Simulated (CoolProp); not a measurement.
Computed with CoolProp (reference Helmholtz-energy equation of state, Lemmon 2006). It is a short technical equation, of lower accuracy than the large ones.

Problem. Give the vapour pressure (bar), vapour density (kg/m³), liquid viscosity (µPa s) of saturated C3F8 (R218) at 216, 228.1 K.

Solution. 
```csv
T (K),p (bar),vapour density (kg/m³),liquid viscosity (µPa s)
216,0.364,3.91,622
228.1,0.686,7.09,501
```

Viscosity comes from a separate model (Huber 2003), an estimate that may be off by 10 % or more.
